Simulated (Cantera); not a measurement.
A Cantera script and its output.

```python
import numpy as np
import cantera as ct

gas = ct.Solution("gri30.yaml")
gas.TPX = 1350, 510000, {'CH4': 1, 'O2': 1.67, 'N2': 6.27}
reactor = ct.IdealGasReactor(gas, energy="on", clone=False)
net = ct.ReactorNet([reactor])
net.rtol, net.atol = 1e-08, 1e-16
show = ['CH4', 'O2', 'CH3', 'N2O', 'H2O2', 'HO2', 'CH2']
times = np.geomspace(3e-06, 1, 12)

steps = ct.SolutionArray(gas, extra=["t"])
rows = []
print(f"{'t/s':>10s}{'T/K':>9s}{'P/Pa':>11s}" + "".join(f"{s:>11s}" for s in show))
for t in times:
    while net.time < t:
        t_next = net.step()
        steps.append(gas.state, t=t_next)
    rows.append([np.interp(t, steps.t, y) for y in (steps.T, steps.P, *steps(*show).X.T)])
    print(f"{t:10.3e}{rows[-1][0]:9.1f}{rows[-1][1]:11.4g}" + "".join(f"{x:11.3e}" for x in rows[-1][2:]))
rate = np.gradient(steps.T, steps.t)
print("integrator steps:", len(steps.t))
if steps.T.max() > steps.T[0] + 200:
    print(f"time of steepest temperature rise: {steps.t[rate.argmax()]:.4e} s")
gas.TPX = 1350, 510000, {'CH4': 1, 'O2': 1.67, 'N2': 6.27}
gas.equilibrate("UV")
print(f"equilibrium (UV): T = {gas.T:.1f} K  " + "  ".join(f"{s} {gas[s].X[0]:.3e}" for s in show))
```

It prints:

```
       t/s      T/K       P/Pa        CH4         O2        CH3        N2O       H2O2        HO2        CH2
 3.000e-06   1350.0    5.1e+05  1.119e-01  1.868e-01  2.146e-07  1.170e-13  3.147e-09  1.777e-07  1.059e-15
 9.532e-06   1350.0    5.1e+05  1.119e-01  1.868e-01  7.528e-07  1.001e-12  2.345e-08  5.384e-07  1.265e-14
 3.029e-05   1350.0    5.1e+05  1.119e-01  1.868e-01  3.262e-06  8.767e-12  1.111e-07  1.456e-06  2.409e-13
 9.624e-05   1350.0    5.1e+05  1.118e-01  1.868e-01  1.701e-05  6.310e-11  2.410e-07  2.530e-06  5.987e-12
 3.058e-04   1351.1  5.104e+05  1.116e-01  1.866e-01  3.536e-05  3.347e-10  4.005e-07  4.002e-06  2.774e-11
 9.717e-04   1362.6  5.148e+05  1.096e-01  1.853e-01  7.064e-05  2.882e-09  2.055e-06  1.563e-05  1.967e-10
 3.087e-03   3032.6  1.218e+06  9.318e-13  5.569e-03  4.090e-12  1.337e-06  7.860e-07  7.096e-06  2.404e-12
 9.810e-03   3032.6  1.218e+06  9.318e-13  5.569e-03  4.090e-12  1.337e-06  7.860e-07  7.096e-06  2.404e-12
 3.117e-02   3032.6  1.218e+06  9.318e-13  5.569e-03  4.090e-12  1.337e-06  7.860e-07  7.096e-06  2.404e-12
 9.905e-02   3032.6  1.218e+06  9.318e-13  5.569e-03  4.090e-12  1.337e-06  7.860e-07  7.096e-06  2.404e-12
 3.147e-01   3032.6  1.218e+06  9.318e-13  5.569e-03  4.090e-12  1.337e-06  7.860e-07  7.096e-06  2.404e-12
 1.000e+00   3032.6  1.218e+06  9.318e-13  5.569e-03  4.090e-12  1.337e-06  7.860e-07  7.096e-06  2.404e-12
integrator steps: 2271
time of steepest temperature rise: 1.6505e-03 s
equilibrium (UV): T = 3032.6 K  CH4 1.129e-12  O2 5.569e-03  CH3 4.956e-12  N2O 1.337e-06  H2O2 7.860e-07  HO2 7.096e-06  CH2 2.560e-12
```

Computed with Cantera and GRI-Mech 3.0 (53 species, 325 reactions). Above 3000 K some thermodynamic fits are extrapolated.
